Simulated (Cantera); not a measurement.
A Cantera script and what it prints.

```python
import numpy as np
import cantera as ct

gas_names = """
    H HNO HNO2 HNO3 HO2 H2 H2O H2O2 N NH NH2 NH3 NH2OH NO NO2 NO3 N2 N2H2 N2H4 N2O O OH O2 O3 Si SiH
    SiH2 SiH3 SiH4 SiN SiO SiO2 Si2 Si2N Si3
""".split()
cond_names = """
    H2O(s) H2O(L) Si(cr) Si(L) SiO2(Lqz) SiO2(hqz) SiO2(L) Si2N2O(s) Si3N4(a)
""".split()


# ... load() reads the species with a 1 bar reference pressure and builds the phases ...
atoms = {
    'Si3N4': {'Si': 3, 'N': 4},
    'H2O': {'H': 2, 'O': 1},
    'H2': {'H': 2},
}
top_T = {'Si2N2O(s)': 2100, 'Si3N4(a)': 2400}  # K; cautious upper limits of use, not melting points


# ... equilibrate(T, P, feed) seeds the gas with the atoms and calls Mixture.equilibrate('TP', solver="vcs", rtol=1e-11, max_steps=5000) ...
results = []
feed = {'Si3N4': 1, 'H2O': 0.099, 'H2': 87}  # mol
T = 1373.15  # K
P = 90000  # Pa
mix = equilibrate(T, P, feed)
results.append((T, P, feed, dict(zip(mix.species_names, mix.species_moles))))
x = sorted(zip(gas.X, gas.species_names), reverse=True)
print(f"T = {T:g} K  P = {P:g} Pa  gas = {mix.phase_moles(0):.4g} mol")
print("   x: " + "  ".join(f"{s} {v:.3e}" for v, s in x if v > 1e-05))
print("   condensed (mol): " + ("  ".join(f"{mix.phase(i).name} {mix.phase_moles(i):.4g}"
      for i in range(1, mix.n_phases) if mix.phase_moles(i) > 1e-12) or "none"))
```

Output:

```
T = 1373.15 K  P = 90000 Pa  gas = 87.13 mol
   x: H2 9.996e-01  N2 3.779e-04
   condensed (mol): Si2N2O(s) 0.099  Si3N4(a) 0.934
```

These are equilibrium values from Cantera (NASA tables, ideal gas, pure condensed phases), not measurements of a reactor. Mutual solubility and eutectic melting of coexisting phases are not modelled.
